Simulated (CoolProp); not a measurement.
Vapour-liquid equilibrium of toluene (1) + n-nonane (2) at 179.35 °C; x and y are mole fractions of (1).

Values from CoolProp's multi-fluid Helmholtz-energy mixture model, Lemmon 2006 and Lemmon 2006; pair parameters Bell 2016.

| x | bubble pressure, mixture model (MPa) | bubble pressure, Raoult's law (MPa) | y, mixture model | y, Raoult's law |
|---|---|---|---|---|
| 0.05 | 0.2229 | 0.2194 | 0.122 | 0.116 |
| 0.15 | 0.2600 | 0.2501 | 0.313 | 0.306 |
| 0.25 | 0.2955 | 0.2807 | 0.455 | 0.455 |
| 0.35 | 0.3292 | 0.3114 | 0.566 | 0.574 |
| 0.45 | 0.3610 | 0.3420 | 0.655 | 0.672 |
| 0.55 | 0.3909 | 0.3727 | 0.731 | 0.754 |
| 0.65 | 0.4192 | 0.4034 | 0.797 | 0.823 |
| 0.75 | 0.4463 | 0.4340 | 0.857 | 0.882 |
| 0.85 | 0.4725 | 0.4647 | 0.915 | 0.934 |
| 0.95 | 0.4981 | 0.4953 | 0.971 | 0.979 |

The largest gap from Raoult's law is +5.7 % in bubble pressure, at x = 0.35. No azeotrope shows between x = 0.05 and 0.95.

The pair parameters rest on a limited set of measurements; away from them the model extrapolates.
